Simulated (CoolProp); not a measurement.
Vapour-liquid equilibrium of CF4 (R14) (1) + CHF3 (R23) (2) at 495 kPa; x and y are mole fractions of (1).

Computed with CoolProp (multi-fluid Helmholtz-energy mixture model, Platzer 1990 and Penoncello 2003; pair parameters Bell 2016). This equation is an older, rougher fit; its heat capacities, sound speeds and derivatives of the liquid may be far off and weren't checked against measurements.

| x | bubble temperature, mixture model (°C) | bubble temperature, Raoult's law (°C) | y, mixture model | y, Raoult's law |
|---|---|---|---|---|
| 0.05 | -63.7 | -55.8 | 0.466 | 0.279 |
| 0.15 | -82.2 | -66.2 | 0.803 | 0.599 |
| 0.25 | -90.1 | -74.0 | 0.883 | 0.761 |
| 0.35 | -93.6 | -80.0 | 0.911 | 0.851 |
| 0.45 | -95.2 | -84.9 | 0.923 | 0.905 |
| 0.55 | -96.1 | -88.9 | 0.930 | 0.939 |
| 0.65 | -96.9 | -92.2 | 0.937 | 0.962 |
| 0.75 | -97.7 | -95.1 | 0.945 | 0.977 |
| 0.85 | -98.8 | -97.6 | 0.959 | 0.989 |
| 0.95 | -100.1 | -99.8 | 0.983 | 0.997 |

The largest gap from Raoult's law is -16.1 K in bubble temperature, at x = 0.25. No azeotrope shows between x = 0.05 and 0.95.

Pair parameters are fitted to limited data, so mixtures are less certain than the pure fluids. With so large a gap from Raoult's law the liquid may split in two, which this calculation doesn't test in full.
